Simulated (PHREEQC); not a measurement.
**Hard or scaling water**

Solution (20 °C): 0.00038 mol/kgw CaSO4, 0.089 mol/kgw Na2HPO4 and 0.00064 mol/kgw NaCl. Closed to the air; pH follows from the charge balance.

The numbers come from PHREEQC with the ion-association model, phreeqc.dat.

This is a speciation only: nothing precipitates in the calculation.

Problem. Estimate the pH.

Solution. pH 9.01.

Problem. In which forms is Na present?

Solution. Na+ 96 %, NaHPO4- 4.2 % of the Na.

The solution is supersaturated, for example in Hydroxyapatite, so a real one may precipitate; this is no full list.
